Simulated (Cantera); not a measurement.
What does this Cantera script print?

```python
import numpy as np
import cantera as ct

gas = ct.Solution("gri30.yaml")
gas.TPX = 1100, 13332, {'C2H6': 1, 'H2': 3.7}
inlet = ct.Reservoir(gas, clone=True)

reactor = ct.IdealGasConstPressureReactor(gas, energy="off", clone=False)
exhaust = ct.Reservoir(gas, clone=True)
tau = [1.8, 0.59, 0.19, 0.063, 0.021, 0.0067, 0.0022, 0.00072][0]
for a, b in ((inlet, reactor), (reactor, exhaust)):
    ct.MassFlowController(a, b, mdot=lambda t: reactor.mass / tau)
net = ct.ReactorNet([reactor])
show = ['C2H6', 'H2', 'CH4', 'C2H4', 'C2H2', 'CH2', 'C2H']

rows = []
print(f"{'tau/s':>10s}{'T/K':>9s}" + "".join(f"{s:>11s}" for s in show))
for tau in [1.8, 0.59, 0.19, 0.063, 0.021, 0.0067, 0.0022, 0.00072]:
    net.initial_time = 0.0
    net.advance(30 * tau)
    before = gas.X
    net.advance(40 * tau)
    drift = np.max(np.abs(gas.X - before) / (gas.X + 1e-9))
    rows.append([gas.T, *gas[show].X, drift])
    print(f"{tau:10.3e}{gas.T:9.1f}" + "".join(f"{x:11.3e}" for x in gas[show].X))
```

Result:

```
     tau/s      T/K       C2H6         H2        CH4       C2H4       C2H2        CH2        C2H
 1.800e+00   1100.0  2.737e-02  7.974e-01  4.011e-02  1.281e-01  6.957e-03  3.039e-12  1.118e-12
 5.900e-01   1100.0  5.289e-02  7.999e-01  2.717e-02  1.169e-01  3.140e-03  4.161e-12  5.723e-13
 1.900e-01   1100.0  1.008e-01  7.978e-01  1.582e-02  8.465e-02  8.965e-04  5.727e-12  1.697e-13
 6.300e-02   1100.0  1.550e-01  7.932e-01  7.101e-03  4.433e-02  1.643e-04  6.705e-12  3.015e-14
 2.100e-02   1100.0  1.910e-01  7.897e-01  2.344e-03  1.684e-02  1.951e-05  5.724e-12  3.234e-15
 6.700e-03   1100.0  2.073e-01  7.879e-01  4.629e-04  4.289e-03  1.162e-06  2.424e-12  1.400e-16
 2.200e-03   1100.0  2.119e-01  7.874e-01  5.444e-05  6.708e-04  2.787e-08  3.789e-13  1.564e-18
 7.200e-04   1100.0  2.127e-01  7.872e-01  9.602e-06  7.460e-05  3.697e-10  7.544e-14  7.261e-21
```

Model: GRI-Mech 3.0 (53 species, 325 reactions), integrated in Cantera. GRI-Mech 3.0 stops at C3 and has no aromatics, soot or wall deposition, so with more carbon than oxygen in the feed, carbon stays in small species such as C2H2 where larger ones or solid carbon would form.
